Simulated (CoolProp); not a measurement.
Vapour-liquid equilibrium of R125 (1) + propane (2) at 1.6 MPa; x and y are mole fractions of (1).

Values from CoolProp's multi-fluid Helmholtz-energy mixture model, Lemmon 2005 and Lemmon 2009; pair parameters Bell 2016.

Task: Give the bubble temperature and the first vapour's composition at x = 0.05, 0.35, 0.75. Is there an azeotrope?

Result: x = 0.05: 41.1 °C, y = 0.130; x = 0.35: 26.9 °C, y = 0.479; x = 0.75: 24.8 °C, y = 0.712. y crosses x between x = 0.55 and 0.65: the model has an azeotrope there.

Pair parameters are fitted to limited data, so mixtures are less certain than the pure fluids.
